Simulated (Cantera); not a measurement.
**Carbon deposition, reforming and gasification: C₂H₆ + O₂ + H₂**

Charge: 1 mol C₂H₆, 0.084 mol O₂, 26 mol H₂, equilibrated at 0.0930 bar.

Equilibrium computed with Cantera from the NASA thermochemical tables; the gas is ideal and each condensed phase is pure. Candidate condensed phases: C, C₆H₆, C₇H₈, C₈H₁₈, H₂O; 110 gas species. Kinetics and transport are ignored.

At 500 °C nothing is condensed. From 600 °C to 1700 °C the condensed part is C(graphite). The main C-bearing gas is CH₄ at 500 °C and CO at 1700 °C.

| T (°C) | x H₂ | x CH₄ | x CO | x H₂O | n C(graphite) |
|---|---|---|---|---|---|
| 500 | 0.920 | 0.0734 | 0.000601 | 0.00558 | 0 |
| 600 | 0.956 | 0.0381 | 0.00432 | 0.00163 | 0.808 |
| 700 | 0.983 | 0.0115 | 0.00551 | 0.000313 | 1.51 |
| 800 | 0.990 | 0.00419 | 0.00571 | 6.84e-5 | 1.71 |
| 900 | 0.992 | 0.00178 | 0.00575 | 1.88e-5 | 1.78 |
| 1000 | 0.993 | 0.000862 | 0.00576 | 6.33e-6 | 1.81 |
| 1100 | 0.994 | 0.000462 | 0.00576 | 2.49e-6 | 1.82 |
| 1200 | 0.994 | 0.000270 | 0.00576 | 1.12e-6 | 1.82 |
| 1300 | 0.994 | 0.000169 | 0.00576 | 5.54e-7 | 1.83 |
| 1400 | 0.994 | 0.000111 | 0.00576 | 2.99e-7 | 1.83 |
| 1500 | 0.993 | 7.73e-5 | 0.00576 | 1.74e-7 | 1.82 |
| 1600 | 0.992 | 5.58e-5 | 0.00575 | 1.07e-7 | 1.81 |
| 1700 | 0.989 | 4.15e-5 | 0.00575 | 6.91e-8 | 1.79 |
x: gas mole fraction; n: condensed amount in mol.
